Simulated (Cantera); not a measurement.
A freely propagating, adiabatic, planar premixed flame of 10.8 % CO, 1.19 % H2, 4.87 % CH4, 21.9 % O2, 61.3 % N2, unburnt at 648 K and 5.10 bar; unity-Lewis-number transport, grid criteria slope 0.08 and curve 0.16, no radiation.

Cantera simulation using GRI-Mech 3.0 (53 species, 325 reactions); the numbers are that mechanism's predictions, not measurements. Unity Lewis numbers drop preferential diffusion, which matters most where H2 and H carry the flame. Burning velocities carry a grid error of a few per cent, more on coarse grids.

### Question
Predict: laminar burning velocity; thermal thickness; peak x(C2H4).

### Answer
- laminar burning velocity: 119 cm/s
- thermal thickness: 0.0733 mm
- peak x(C2H4): 6.20e-5
